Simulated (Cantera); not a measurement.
What does this Cantera script print?

```python
import numpy as np
import cantera as ct

gas_names = """
    CL CL2 H HCL H2 N NH NH2 NH3 N2 N2H2 N2H4 Si SiCL SiCL2 SiCL3 SiCL4 SiH SiHCL3 SiH2 SiH2CL2 SiH3
    SiH3CL SiH4 SiN Si2 Si2N Si3
""".split()
cond_names = """
    NH4CL(a) NH4CL(b) Si(cr) Si(L) Si3N4(a)
""".split()


# ... load() reads the species with a 1 bar reference pressure and builds the phases ...
atoms = {
    'SiH2Cl2': {'Si': 1, 'H': 2, 'CL': 2},
    'NH3': {'N': 1, 'H': 3},
    'H2': {'H': 2},
}
top_T = {'Si3N4(a)': 2400}  # K; cautious upper limits of use, not melting points


# ... equilibrate(T, P, feed) seeds the gas with the atoms and calls Mixture.equilibrate('TP', solver="vcs", rtol=1e-11, max_steps=5000) ...
results = []
P = 1000  # Pa
for T in [848, 923, 998, 1073, 1148, 1223, 1298, 1373, 1448, 1523, 1598, 1673]:
    for m in [0.44, 0.59, 0.78, 1, 1.4, 1.8, 2.5, 3.3, 4.4, 5.8, 7.8, 10]:
        feed = {'SiH2Cl2': 1, 'NH3': m, 'H2': 0.26}  # mol
        mix = equilibrate(T, P, feed)
        results.append((T, P, feed, dict(zip(mix.species_names, mix.species_moles))))

for T, P, feed, n in results:
    print(f"{T:7g} {feed['NH3']:10.4g}  " + (" + ".join(c for c in cond_names if n.get(c, 0) > 1e-12) or "gas only"))
```

Result:

```
    848       0.44  Si(cr) + Si3N4(a)
    848       0.59  Si(cr) + Si3N4(a)
    848       0.78  Si3N4(a)
    848          1  Si3N4(a)
    848        1.4  Si3N4(a)
    848        1.8  Si3N4(a)
    848        2.5  Si3N4(a)
    848        3.3  Si3N4(a)
    848        4.4  Si3N4(a)
    848        5.8  Si3N4(a)
    848        7.8  Si3N4(a)
    848         10  Si3N4(a)
    923       0.44  Si(cr) + Si3N4(a)
    923       0.59  Si(cr) + Si3N4(a)
    923       0.78  Si3N4(a)
    923          1  Si3N4(a)
    923        1.4  Si3N4(a)
    923        1.8  Si3N4(a)
    923        2.5  Si3N4(a)
    923        3.3  Si3N4(a)
    923        4.4  Si3N4(a)
    923        5.8  Si3N4(a)
    923        7.8  Si3N4(a)
    923         10  Si3N4(a)
    998       0.44  Si(cr) + Si3N4(a)
    998       0.59  Si(cr) + Si3N4(a)
    998       0.78  Si3N4(a)
    998          1  Si3N4(a)
    998        1.4  Si3N4(a)
    998        1.8  Si3N4(a)
    998        2.5  Si3N4(a)
    998        3.3  Si3N4(a)
    998        4.4  Si3N4(a)
    998        5.8  Si3N4(a)
    998        7.8  Si3N4(a)
    998         10  Si3N4(a)
   1073       0.44  Si(cr) + Si3N4(a)
   1073       0.59  Si(cr) + Si3N4(a)
   1073       0.78  Si3N4(a)
   1073          1  Si3N4(a)
   1073        1.4  Si3N4(a)
   1073        1.8  Si3N4(a)
   1073        2.5  Si3N4(a)
   1073        3.3  Si3N4(a)
   1073        4.4  Si3N4(a)
   1073        5.8  Si3N4(a)
   1073        7.8  Si3N4(a)
   1073         10  Si3N4(a)
   1148       0.44  Si(cr) + Si3N4(a)
   1148       0.59  Si(cr) + Si3N4(a)
   1148       0.78  Si3N4(a)
   1148          1  Si3N4(a)
   1148        1.4  Si3N4(a)
   1148        1.8  Si3N4(a)
   1148        2.5  Si3N4(a)
   1148        3.3  Si3N4(a)
   1148        4.4  Si3N4(a)
   1148        5.8  Si3N4(a)
   1148        7.8  Si3N4(a)
   1148         10  Si3N4(a)
   1223       0.44  Si(cr) + Si3N4(a)
   1223       0.59  Si(cr) + Si3N4(a)
   1223       0.78  Si3N4(a)
   1223          1  Si3N4(a)
   1223        1.4  Si3N4(a)
   1223        1.8  Si3N4(a)
   1223        2.5  Si3N4(a)
   1223        3.3  Si3N4(a)
   1223        4.4  Si3N4(a)
   1223        5.8  Si3N4(a)
   1223        7.8  Si3N4(a)
   1223         10  Si3N4(a)
   1298       0.44  Si(cr) + Si3N4(a)
   1298       0.59  Si3N4(a)
   1298       0.78  Si3N4(a)
   1298          1  Si3N4(a)
   1298        1.4  Si3N4(a)
   1298        1.8  Si3N4(a)
   1298        2.5  Si3N4(a)
   1298        3.3  Si3N4(a)
   1298        4.4  Si3N4(a)
   1298        5.8  Si3N4(a)
   1298        7.8  Si3N4(a)
   1298         10  Si3N4(a)
   1373       0.44  Si(cr) + Si3N4(a)
   1373       0.59  Si3N4(a)
   1373       0.78  Si3N4(a)
   1373          1  Si3N4(a)
   1373        1.4  Si3N4(a)
   1373        1.8  Si3N4(a)
   1373        2.5  Si3N4(a)
   1373        3.3  Si3N4(a)
   1373        4.4  Si3N4(a)
   1373        5.8  Si3N4(a)
   1373        7.8  Si3N4(a)
   1373         10  Si3N4(a)
   1448       0.44  Si(cr) + Si3N4(a)
   1448       0.59  Si3N4(a)
   1448       0.78  Si3N4(a)
   1448          1  Si3N4(a)
   1448        1.4  Si3N4(a)
   1448        1.8  Si3N4(a)
   1448        2.5  Si3N4(a)
   1448        3.3  Si3N4(a)
   1448        4.4  Si3N4(a)
   1448        5.8  Si3N4(a)
   1448        7.8  Si3N4(a)
   1448         10  Si3N4(a)
   1523       0.44  Si(cr) + Si3N4(a)
   1523       0.59  Si3N4(a)
   1523       0.78  Si3N4(a)
   1523          1  Si3N4(a)
   1523        1.4  Si3N4(a)
   1523        1.8  Si3N4(a)
   1523        2.5  Si3N4(a)
   1523        3.3  Si3N4(a)
   1523        4.4  Si3N4(a)
   1523        5.8  Si3N4(a)
   1523        7.8  Si3N4(a)
   1523         10  Si3N4(a)
   1598       0.44  Si(cr) + Si3N4(a)
   1598       0.59  Si(cr) + Si3N4(a)
   1598       0.78  Si3N4(a)
   1598          1  Si3N4(a)
   1598        1.4  Si3N4(a)
   1598        1.8  Si3N4(a)
   1598        2.5  Si3N4(a)
   1598        3.3  Si3N4(a)
   1598        4.4  Si3N4(a)
   1598        5.8  Si3N4(a)
   1598        7.8  Si3N4(a)
   1598         10  Si3N4(a)
   1673       0.44  Si(cr)
   1673       0.59  Si(cr)
   1673       0.78  Si(cr) + Si3N4(a)
   1673          1  Si(cr) + Si3N4(a)
   1673        1.4  Si(cr) + Si3N4(a)
   1673        1.8  Si3N4(a)
   1673        2.5  Si3N4(a)
   1673        3.3  Si3N4(a)
   1673        4.4  Si3N4(a)
   1673        5.8  Si3N4(a)
   1673        7.8  Si3N4(a)
   1673         10  Si3N4(a)
```

Equilibrium computed with Cantera from the NASA thermochemical tables; the gas is ideal and each condensed phase is pure. Mutual solubility and eutectic melting of coexisting phases are not modelled. The tables' values for SiCl3 are old estimates.
